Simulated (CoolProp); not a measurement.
Vapour-liquid equilibrium of methanol (1) + acetone (2) at 19.3 bar; x and y are mole fractions of (1).

The numbers come from the multi-fluid Helmholtz-energy mixture model, de Reuck 1993 and Lemmon 2006; pair parameters Bell 2016 in CoolProp.

```json
[
 {"x": "0.05", "bubble temperature, mixture model (°C)": "176.5", "bubble temperature, Raoult's law (°C)": "177.5", "y, mixture model": "[?]", "y, Raoult's law": "0.067"},
 {"x": "0.2", "bubble temperature, mixture model (°C)": "171.6", "bubble temperature, Raoult's law (°C)": "174.7", "y, mixture model": "[?]", "y, Raoult's law": "0.252"},
 {"x": "0.35", "bubble temperature, mixture model (°C)": "168.2", "bubble temperature, Raoult's law (°C)": "172.2", "y, mixture model": "0.411", "y, Raoult's law": "0.418"},
 {"x": "0.5", "bubble temperature, mixture model (°C)": "[?]", "bubble temperature, Raoult's law (°C)": "170.0", "y, mixture model": "0.548", "y, Raoult's law": "0.569"},
 {"x": "0.65", "bubble temperature, mixture model (°C)": "164.4", "bubble temperature, Raoult's law (°C)": "168.0", "y, mixture model": "0.676", "y, Raoult's law": "0.709"},
 {"x": "0.8", "bubble temperature, mixture model (°C)": "163.7", "bubble temperature, Raoult's law (°C)": "166.2", "y, mixture model": "0.805", "y, Raoult's law": "0.839"},
 {"x": "0.95", "bubble temperature, mixture model (°C)": "[?]", "bubble temperature, Raoult's law (°C)": "164.6", "y, mixture model": "0.947", "y, Raoult's law": "0.961"}
]
```

Problem. What belongs in the gaps?

Solution. 
- 0.05, y, mixture model: 0.070
- 0.2, y, mixture model: 0.255
- 0.5, bubble temperature, mixture model (°C): 165.8
- 0.95, bubble temperature, mixture model (°C): 163.8

The largest gap from Raoult's law is -4.2 K in bubble temperature, at x = 0.5. y crosses x between x = 0.8 and 0.95: the model has an azeotrope there.

Pair parameters are fitted to limited data, so mixtures are less certain than the pure fluids.
